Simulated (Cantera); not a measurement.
# Al(CH₃)₃ + N₂O + H₂ (aluminium nitride and oxide growth)

Charge: 1 mol Al(CH₃)₃, 0.64 mol N₂O, 61 mol H₂, at 0.140 bar.

Cantera equilibrium calculation (NASA polynomials, part measured and part estimated; ideal gas, pure solids and liquids). Candidate condensed phases: Al, AlN, Al₂O₃, C, C₆H₆, C₇H₈, C₈H₁₈, H₂O; 148 gas species. The feed counts by its element totals alone. Mutual solubility and eutectic melting of coexisting phases are not modelled. Condensed phases not in the tables: aluminium oxynitride. Kinetics and transport are ignored.

At 552 °C the condensed part is AlN(s) + Al₂O₃(s). From 652 °C to 1252 °C the condensed part is AlN(s) + Al₂O₃(s) + C(graphite). From 1352 °C to 1652 °C the condensed part is AlN(s) + C(graphite).

```csv
T (°C),x H₂,x CH₄,x CO,x N₂,x H,x Al,x HCN,n AlN(s),n Al₂O₃(s),n C(graphite)
552,0.947,0.0477,9.76e-10,0.00561,2.06e-11,<1e-12,5.28e-9,0.573,0.213,0
652,0.965,0.0296,9.22e-8,0.00552,6.84e-10,<1e-12,1.03e-7,0.573,0.213,1.11
752,0.985,0.00998,1.76e-6,0.00542,1.16e-8,<1e-12,5.60e-7,0.573,0.213,2.35
852,0.991,0.00396,1.98e-5,0.00538,1.18e-7,<1e-12,2.24e-6,0.574,0.213,2.74
952,0.993,0.00181,0.000149,0.00532,8.30e-7,<1e-12,7.10e-6,0.580,0.210,2.87
1052,0.993,0.000927,0.000808,0.00509,4.36e-6,1.92e-11,1.85e-5,0.609,0.196,2.88
1152,0.992,0.000519,0.00328,0.00424,1.82e-5,1.23e-9,3.93e-5,0.718,0.141,2.75
1252,0.988,0.000312,0.00932,0.00220,6.28e-5,5.82e-8,5.86e-5,0.985,0.00757,2.36
1352,0.988,0.000201,0.00966,0.00206,0.000187,1.32e-6,0.000107,1.000,0,2.33
1452,0.987,0.000136,0.00965,0.00203,0.000493,2.02e-5,0.000188,0.998,0,2.33
1552,0.986,9.65e-5,0.00964,0.00208,0.00117,0.000224,0.000314,0.982,0,2.30
1652,0.982,7.05e-5,0.00958,0.00279,0.00253,0.00169,0.000568,0.869,0,2.26
```
x: gas mole fraction; n: condensed amount in mol.
